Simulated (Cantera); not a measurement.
Reactions in the system F-H-Mg

Standard-state values (1 bar) from the NASA 1993 polynomials, evaluated with Cantera. Values are per mole of reaction as written; species without (g) are pure solids or liquids, kept so even where they would boil at 1 bar.

2 HF(g) + Mg → MgF2 + H2(g)

| T (K) | ΔH° (kJ) | ΔS° (J/K) | ΔG° (kJ) | log10 K |
|---|---|---|---|---|
| 500 | -576.6 | -185.8 | -483.7 | 50.53 |
| 550 | -575.8 | -184.2 | -474.4 | 45.06 |
| 600 | -574.9 | -182.7 | -465.3 | 40.51 |
| 650 | -574.0 | -181.2 | -456.2 | 36.66 |
| 700 | -573.0 | -179.8 | -447.2 | 33.37 |
| 750 | -572.1 | -178.6 | -438.2 | 30.52 |
| 800 | -571.2 | -177.4 | -429.3 | 28.03 |
| 850 | -570.3 | -176.3 | -420.5 | 25.84 |
| 900 | -569.4 | -175.2 | -411.7 | 23.89 |
